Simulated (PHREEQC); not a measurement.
PHREEQC input (ion-association model, wateq4f.dat):

```
SOLUTION_MASTER_SPECIES
  An  An-  0  An  62.0  # stands for a non-complexing anion
SOLUTION_SPECIES
  An- = An-
    -log_k 0
    -gamma 3.0 0
PHASES
  Fix_H+
    H+ = H+
    -log_k 0
SOLUTION 1
  temp 25
  units mmol/kgw
  pH 7 charge
  Cl 0.052
  Mn(2) 0.026
  Na 50
  An 50
END
SELECTED_OUTPUT 1
  -reset false
  -pH true
  -pe true
  -ionic_strength true
  -water true
  -totals Cl Mn Na Mn(2) Mn(3) Mn(6) Mn(7)
  -molalities Hfo_wOH Hfo_wOH2+ Hfo_wO- Hfo_sOH Hfo_sOH2+ Hfo_sO- Hfo_sOMn+ Hfo_wOMn+
  -saturation_indices Pyrochroite Halite
USER_PUNCH 1
  -headings sigma psi
  10 PUNCH EDL("sigma", "Hfo"), EDL("psi", "Hfo")
PRINT
  -reset false
USE solution 1
SURFACE 1
  Hfo_wOH 0.000629213 600 0.28
  Hfo_sOH 1.57303e-05
EQUILIBRIUM_PHASES 1
  Fix_H+ -4 HAn 10
    -force_equality true
END
# ... the last block is repeated for the other 12 points of pH, with NaOH or the acid as the point needs
```

Selected output (columns that matter, 13 of 13 rows; pH added in front):

```
pH	mu	Mn	Na	m_Hfo_wOH	m_Hfo_wOH2+	m_Hfo_wO-	m_Hfo_sOH	m_Hfo_sOH2+	m_Hfo_sO-	m_Hfo_sOMn+	si_Pyrochroite	si_Halite	sigma	psi
4	0.050451	2.6e-05	0.05	0.00012827	0.00050019	7.5352e-07	3.2066e-06	1.2505e-05	1.8837e-08	3.1943e-10	-12.104	-7.342	0.29403	0.15966
4.67	0.050293	2.5995e-05	0.05	0.00025026	0.00037513	3.8249e-06	6.2545e-06	9.375e-06	9.5589e-08	5.2424e-09	-10.764	-7.3418	0.2186	0.14459
5.33	0.050211	2.5922e-05	0.05	0.0003582	0.00025969	1.1318e-05	8.9121e-06	6.4613e-06	2.8161e-07	7.531e-08	-9.445	-7.3417	0.14625	0.12421
6	0.050154	2.4961e-05	0.05	0.00043013	0.00017481	2.4246e-05	1.0067e-05	4.0912e-06	5.6746e-07	1.0048e-06	-8.1212	-7.3416	0.089097	0.099444
6.67	0.0501	1.877e-05	0.05	0.00046724	0.00011987	4.1723e-05	6.602e-06	1.6937e-06	5.8954e-07	6.8451e-06	-6.9049	-7.3415	0.04967	0.071628
7.33	0.050049	9.5926e-06	0.05	0.00047911	8.6008e-05	6.1142e-05	1.7374e-06	3.119e-07	2.2172e-07	1.3459e-05	-5.8765	-7.3415	0.023757	0.041758
8	0.050051	1.8342e-06	0.050041	0.00047525	6.4461e-05	8.0269e-05	6.1064e-07	8.2826e-08	1.0314e-07	1.4934e-05	-5.2555	-7.3411	0.0047892	0.0093244
8.67	0.050069	1.2569e-07	0.05008	0.00046851	5.0707e-05	9.9168e-05	5.1724e-07	5.5981e-08	1.0948e-07	1.5048e-05	-5.0821	-7.3408	-0.013003	-0.024511
9.33	0.050109	8.3391e-09	0.05014	0.00045512	3.788e-05	0.00012527	4.976e-07	4.1415e-08	1.3696e-07	1.5054e-05	-4.951	-7.3403	-0.035321	-0.056806
10	0.050235	6.6389e-10	0.050295	0.00042414	2.4262e-05	0.00016986	4.6343e-07	2.651e-08	1.8559e-07	1.5055e-05	-4.7572	-7.3392	-0.068785	-0.086807
10.67	0.050731	8.8386e-11	0.050834	0.00036236	1.2351e-05	0.00024355	3.9591e-07	1.3494e-08	2.661e-07	1.5055e-05	-4.464	-7.3352	-0.11801	-0.11314
11.33	0.052857	2.9283e-11	0.053017	0.00026303	4.5194e-06	0.00035071	2.8739e-07	4.9378e-09	3.8318e-07	1.5055e-05	-4.0274	-7.3196	-0.18413	-0.13458
12	0.062835	4.2971e-11	0.063064	0.00013292	8.3543e-07	0.0004845	1.4523e-07	9.1277e-10	5.2936e-07	1.5055e-05	-3.2945	-7.256	-0.26317	-0.14838
```

Complexes and solids missing from the database can't appear.
